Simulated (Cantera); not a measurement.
## Gas activation for diamond growth

An isothermal, constant-pressure homogeneous reactor starts with CH₄ : H₂ : CO₂ = 0.042 : 1 : 0.004 (molar parts), at 1525 K and 20000 Pa.

Cantera simulation using GRI-Mech 3.0 (53 species, 325 reactions); the numbers are that mechanism's predictions, not measurements. GRI-Mech 3.0 stops at C3 and has no aromatics, soot or wall deposition, so with more carbon than oxygen in the feed, carbon stays in small species such as C2H2 where larger ones or solid carbon would form.

```csv
t (s),x CH₄,x H₂,x CO₂,x O,x C₂H
0.000700,0.0401,0.956,0.00382,<1e-12,<1e-12
0.00153,0.0401,0.956,0.00382,<1e-12,<1e-12
0.00335,0.0401,0.956,0.00382,<1e-12,<1e-12
0.00732,0.0401,0.956,0.00379,<1e-12,<1e-12
0.0160,0.0401,0.956,0.00372,<1e-12,<1e-12
0.0350,0.0400,0.956,0.00356,<1e-12,3.78e-12
0.0765,0.0398,0.956,0.00323,<1e-12,1.33e-11
0.167,0.0393,0.955,0.00261,<1e-12,3.49e-11
0.366,0.0384,0.955,0.00164,<1e-12,8.10e-11
0.800,0.0365,0.955,0.000596,<1e-12,1.75e-10
1.75,0.0330,0.956,6.76e-5,<1e-12,3.55e-10
3.83,0.0275,0.959,5.94e-6,<1e-12,6.50e-10
8.37,0.0207,0.962,5.43e-6,<1e-12,1.02e-9
18.3,0.0156,0.965,5.35e-6,<1e-12,1.32e-9
40.0,0.0138,0.966,5.27e-6,<1e-12,1.42e-9
```
x: mole fraction; the columns are a selection and need not sum to one.

Equilibrium at this temperature and pressure: CH₄ 0.0128, H₂ 0.968, CO₂ 1.92e-10, O <1e-12, C₂H 1.27e-9 (gas phase only).
